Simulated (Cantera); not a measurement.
**Carbon deposition, reforming and gasification: toluene + H2O + H2**

A closed system holds: 1 mol toluene, 3 mol H2O, 1.1 mol H2, at 0.0133 bar.

Equilibrium computed with Cantera from the NASA thermochemical tables; the gas is ideal and each condensed phase is pure. Candidate condensed phases: C, C6H6, C7H8, C8H18, H2O; 110 gas species. The numbers say what is thermodynamically allowed, not how fast it happens.

```csv
T (K),x H2,x H2O,x CH4,x CO,x CO2,x H,x C2H2 (acetylene),n C(graphite)
523,0.164,0.415,0.380,0.000177,0.0404,<1e-12,<1e-12,4.46
598,0.407,0.312,0.220,0.00258,0.0574,<1e-12,<1e-12,5.04
673,0.631,0.190,0.0811,0.0208,0.0767,<1e-12,<1e-12,5.53
748,0.727,0.0870,0.0234,0.0931,0.0693,2.13e-12,<1e-12,5.25
823,0.734,0.0267,0.00670,0.206,0.0270,5.44e-11,2.45e-12,4.49
898,0.729,0.00632,0.00227,0.257,0.00519,8.09e-10,3.83e-11,4.10
973,0.729,0.00162,0.000910,0.268,0.000958,7.99e-9,3.92e-10,4.02
1048,0.729,0.000490,0.000414,0.270,0.000215,5.71e-8,2.87e-9,4.00
1123,0.729,0.000173,0.000208,0.270,5.87e-5,3.15e-7,1.61e-8,4.00
1198,0.730,6.98e-5,0.000114,0.270,1.89e-5,1.41e-6,7.22e-8,4.00
```
x: gas mole fraction; n: condensed amount in mol.

From 523 K to 1198 K the condensed part is C(graphite). The main C-bearing gas is CH4 at 523 K and CO at 1198 K.
